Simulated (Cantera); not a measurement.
An isothermal, constant-pressure homogeneous reactor starts with CH4 : H2 : H = 0.015 : 1 : 0.041 (molar parts), at 1875 K and 16.5 Torr.

Model: GRI-Mech 3.0 (53 species, 325 reactions), integrated in Cantera. GRI-Mech 3.0 stops at C3 and has no aromatics, soot or wall deposition, so with more carbon than oxygen in the feed, carbon stays in small species such as C2H2 where larger ones or solid carbon would form. Radical loss at walls, strong at low pressure, is not modelled.

x: mole fraction; the columns are a selection and need not sum to one.

```csv
t (s),x CH4,x H2,x H,x C2H6,x CH2
3.00e-6,0.0128,0.948,0.0374,2.65e-8,3.30e-6
9.49e-6,0.0108,0.950,0.0353,4.55e-7,2.02e-5
3.00e-5,0.00871,0.953,0.0330,2.63e-6,6.40e-5
9.49e-5,0.00803,0.955,0.0316,3.34e-6,8.20e-5
0.000300,[?],0.958,[?],[?],[?]
0.000949,0.00564,0.964,0.0242,1.29e-6,4.82e-5
0.00300,0.00386,0.971,0.0188,4.82e-7,2.51e-5
0.00949,0.00247,0.977,0.0141,1.52e-7,1.05e-5
0.0300,0.00158,0.982,0.0103,4.65e-8,3.82e-6
0.0949,[?],0.985,[?],[?],[?]
0.300,0.000695,0.987,0.00515,4.58e-9,4.44e-7
0.949,0.000418,0.988,0.00444,1.42e-9,2.00e-7
3.00,0.000198,0.988,0.00441,3.25e-10,9.36e-8
```

Problem. Fill in the missing entries.

Solution. 
- 0.000300, x CH4: 0.00718
- 0.000300, x H: 0.0289
- 0.000300, x C2H6: 2.46e-6
- 0.000300, x CH2: 7.03e-5
- 0.0949, x CH4: 0.00104
- 0.0949, x H: 0.00719
- 0.0949, x C2H6: 1.44e-8
- 0.0949, x CH2: 1.28e-6
